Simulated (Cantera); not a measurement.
**Equilibrium for silicon oxide and oxynitride deposition: TEOS + O3 + H2 + N2O**

Charge: 1 mol TEOS, 0.23 mol O3, 4 mol H2, 11 mol N2O, equilibrated at 100000 Pa.

These are equilibrium values from Cantera (NASA tables, ideal gas, pure condensed phases), not measurements of a reactor. Candidate condensed phases: C, C6H6, C7H8, C8H18, H2O, Si, SiC, SiO2, Si2N2O, Si3N4; 151 gas species. The feed counts by its element totals alone. The tables hold silica as quartz up to 1696 K and as liquid above; real silica turns to tridymite and cristobalite and melts near 1996 K. Gases not in the tables: Si(OH)4. Kinetics and transport are ignored.

From 1223 K to 1673 K the condensed part is SiO2(β-quartz). From 1748 K to 1973 K the condensed part is SiO2(condensed).

```csv
T (K),log p N2,log p H2,log p CO,log p H2O,log p CO2,log p H,log p SiO,log p OH,n SiO2(β-quartz),n SiO2(condensed)
1223,-0.48,-0.52,-0.72,-0.92,-1.29,-6.78,<-12,-9.23,1.00,0
1298,-0.48,-0.52,-0.71,-0.90,-1.33,-6.23,-11.33,-8.50,1.00,0
1373,-0.48,-0.53,-0.70,-0.89,-1.37,-5.74,-10.16,-7.85,1.00,0
1448,-0.48,-0.54,-0.69,-0.88,-1.41,-5.30,-9.10,-7.27,1.00,0
1523,-0.48,-0.54,-0.69,-0.87,-1.44,-4.91,-8.16,-6.74,1.00,0
1598,-0.48,-0.54,-0.68,-0.86,-1.47,-4.55,-7.30,-6.27,1.000,0
1673,-0.48,-0.55,-0.68,-0.85,-1.50,-4.22,-6.52,-5.84,1.000,0
1748,-0.48,-0.55,-0.67,-0.85,-1.53,-3.92,-5.82,-5.45,0,1.000
1823,-0.48,-0.55,-0.67,-0.84,-1.55,-3.64,-5.18,-5.09,0,1.000
1898,-0.48,-0.56,-0.67,-0.84,-1.57,-3.38,-4.59,-4.75,0,0.999
1973,-0.48,-0.56,-0.66,-0.83,-1.59,-3.15,-4.05,-4.45,0,0.997
```
log p: log10 of the partial pressure in bar; n: condensed amount in mol.
